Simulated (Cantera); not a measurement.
**Zr + N2 + H2 + H2O (tantalum, niobium, vanadium and zirconium in process gases)**

Charge: 1 mol Zr, 0.93 mol N2, 130 mol H2, a varied amount of H2O, at 2573.15 K and 10.0 mbar.

Equilibrium computed with Cantera from the NASA thermochemical tables; the gas is ideal and each condensed phase is pure. Candidate condensed phases: H2O, Zr, ZrN, ZrO2; 28 gas species. ZrN: taken at fixed stoichiometry. Condensed phases not in the tables: solid solutions among these carbides, nitrides and lower oxides. Rates play no part.

From 0.16 mol H2O to 0.84 mol H2O the condensed part is ZrN(s). From 1.3 mol H2O to 4.5 mol H2O the condensed part is ZrO2(tetragonal). The main Zr-bearing gas is ZrO at 0.16 mol H2O and ZrO2 at 4.5 mol H2O. The share of Zr in condensed phases is highest at 4.5 mol H2O (97.7 %) and lowest at 0.84 mol H2O (13.9 %).

| n(H2O) (mol) | x H2 | x H | x H2O | x N2 | x ZrO | x OH | x O | x Zr | n ZrN(s) | n ZrO2(tetragonal) |
|---|---|---|---|---|---|---|---|---|---|---|
| 0.16 | 0.706 | 0.289 | 5.91e-6 | 0.00346 | 0.00104 | 5.43e-7 | 1.44e-7 | 0.000264 | 0.801 | 0 |
| 0.24 | 0.706 | 0.289 | 9.14e-6 | 0.00371 | 0.00155 | 8.41e-7 | 2.24e-7 | 0.000255 | 0.723 | 0 |
| 0.37 | 0.705 | 0.289 | 1.48e-5 | 0.00412 | 0.00238 | 1.36e-6 | 3.61e-7 | 0.000242 | 0.596 | 0 |
| 0.55 | 0.703 | 0.288 | 2.32e-5 | 0.00467 | 0.00352 | 2.14e-6 | 5.69e-7 | 0.000228 | 0.421 | 0 |
| 0.84 | 0.701 | 0.288 | 3.81e-5 | 0.00556 | 0.00532 | 3.51e-6 | 9.38e-7 | 0.000209 | 0.139 | 0 |
| 1.3 | 0.701 | 0.288 | 0.000142 | 0.00599 | 0.00457 | 1.31e-5 | 3.48e-6 | 4.82e-5 | 0 | 0.267 |
| 1.9 | 0.704 | 0.288 | 0.000529 | 0.00598 | 0.00123 | 4.87e-5 | 1.30e-5 | 3.48e-6 | 0 | 0.793 |
| 2.9 | 0.700 | 0.288 | 0.00526 | 0.00594 | 0.000123 | 0.000485 | 0.000130 | 3.49e-8 | 0 | 0.965 |
| 4.5 | 0.692 | 0.286 | 0.0142 | 0.00587 | 4.51e-5 | 0.00132 | 0.000353 | 4.69e-9 | 0 | 0.977 |
x: gas mole fraction; n: condensed amount in mol.
